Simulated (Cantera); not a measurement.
An adiabatic, constant-volume homogeneous reactor starts with CH4 : O2 : N2 = 1 : 1.82 : 6.84 (molar parts), at 1425 K and 7500 Torr.

Cantera simulation using GRI-Mech 3.0 (53 species, 325 reactions); the numbers are that mechanism's predictions, not measurements. Above 3000 K some thermodynamic fits are extrapolated.

Q: Predict: time of steepest temperature rise; temperature at 6.00 s; equilibrium temperature; x(O2) at 6.00 s; x(HCN) at 6.00 s; x(H2O2) at 6.00 s; x(O) at 6.00 s.

A: 
```json
{
 "time_of_steepest_temperature_rise": "0.381 ms",
 "temperature at 6.00 s": "3104 K",
 "equilibrium_temperature": "3104 K",
 "x(O2) at 6.00 s": "0.00918 (gas-phase equilibrium 0.00918)",
 "x(HCN) at 6.00 s": "4.03e-8 (gas-phase equilibrium 4.03e-8)",
 "x(H2O2) at 6.00 s": "1.50e-6 (gas-phase equilibrium 1.50e-6)",
 "x(O) at 6.00 s": "0.00322 (gas-phase equilibrium 0.00322)"
}
```
